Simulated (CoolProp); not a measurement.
Sulfur hexafluoride at 290.15 K and 2.87 MPa flows at 0.52 m/s in a round tube of 6 mm bore and 15 µm roughness, fully developed (64/Re and Nu = 3.66 if laminar; Colebrook and Gnielinski if turbulent). Each further row changes one setting.

The numbers come from the reference Helmholtz-energy equation of state, Guder 2009 in CoolProp.

```csv
case,Reynolds number,Darcy friction factor,pressure drop (Pa/m),heat-transfer coefficient (W/(m² K)),mass flow (kg/h)
as stated,31400,0.0289,943,1690,76.6
velocity 1.04 m/s,62700,0.0271,3540,3260,153
diameter 12 mm,62700,0.0240,392,1480,306
```

Viscosity comes from a separate model (Quiñones-Cisneros 2012). Thermal conductivity comes from a separate model (Assael 2012).
